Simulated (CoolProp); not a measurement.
Vapour-liquid equilibrium of n-hexane (1) + benzene (2) at 305.2 K; x and y are mole fractions of (1).

The numbers come from the multi-fluid Helmholtz-energy mixture model, Thol 2019 and Thol 2012; pair parameters Bell 2016 in CoolProp.

```tsv
x	bubble pressure, mixture model (MPa)	bubble pressure, Raoult's law (MPa)	y, mixture model	y, Raoult's law
0.05	0.01900	0.01791	0.127	0.076
0.15	0.02139	0.01888	[?]	0.216
0.25	0.02307	0.01985	[?]	0.342
0.35	0.02431	0.02083	0.490	0.456
0.45	0.02525	0.02180	0.563	0.560
0.55	0.02598	0.02277	0.632	0.656
0.65	[?]	0.02375	[?]	0.743
0.75	0.02693	0.02472	0.776	0.824
0.85	[?]	0.02569	0.857	0.898
0.95	[?]	0.02667	0.949	0.967
```

**Question.** What belongs in the gaps?

**Answer.** 
- 0.15, y, mixture model: 0.294
- 0.25, y, mixture model: 0.405
- 0.65, bubble pressure, mixture model (MPa): 0.02653
- 0.65, y, mixture model: 0.702
- 0.85, bubble pressure, mixture model (MPa): 0.02715
- 0.95, bubble pressure, mixture model (MPa): 0.02720

The largest gap from Raoult's law is +16.7 % in bubble pressure, at x = 0.35. y crosses x between x = 0.85 and 0.95: the model has an azeotrope there.

Pair parameters are fitted to limited data, so mixtures are less certain than the pure fluids.
